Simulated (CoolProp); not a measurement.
Properties of water along the isobar 0.103 MPa (Tc = 647.1 K, pc = 22.06 MPa, ω = 0.344).

Computed with CoolProp (reference Helmholtz-energy equation of state, Wagner 2002).

```tsv
T (K)	phase	isothermal compressibility (1/MPa)	fugacity coefficient
331.8	liquid	?	?
340.4	liquid	?	?
348.9	liquid	0.0004569	?
357.5	liquid	0.0004667	?
366.1	liquid	?	0.7518
374.7	gas	9.869	0.9851
383.2	gas	9.850	0.9866
391.8	gas	9.834	0.9880
400.4	gas	9.821	0.9891
409	gas	9.810	0.9902
417.5	gas	9.800	0.9910
426.1	gas	9.792	0.9918
434.7	gas	9.785	0.9925
```

Task: Complete the blanks.

Result: 
- 331.8, isothermal compressibility (1/MPa): 0.0004443
- 331.8, fugacity coefficient: 0.1811
- 340.4, isothermal compressibility (1/MPa): 0.0004495
- 340.4, fugacity coefficient: 0.2670
- 348.9, fugacity coefficient: 0.3836
- 357.5, fugacity coefficient: 0.5422
- 366.1, isothermal compressibility (1/MPa): 0.0004787
